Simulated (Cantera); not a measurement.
Sublimation and decomposition of ceramics: SiC + Si + N₂

Charge: 1 mol SiC, 0.088 mol Si, 0.074 mol N₂, held at 1673.15 K and 21000 Pa.

Method: chemical equilibrium by Gibbs-energy minimisation in Cantera with the NASA 1993 tables (ideal gas, pure condensed phases). Candidate condensed phases: C, Si, SiC, Si₃N₄; 20 gas species. Mutual solubility and eutectic melting of coexisting phases are not modelled. The numbers say what is thermodynamically allowed, not how fast it happens.

The x(N₂) is 1.00 and the n(SiC(s)) is 1.00 mol. The n(Si₃N₄(s)) comes out as 0.0293 mol. The gas amount comes out as 0.01533 mol. The log10 activity of C(graphite) (absent) comes out as -0.33 and the log10 activity of Si(s) (absent) is -1.55.
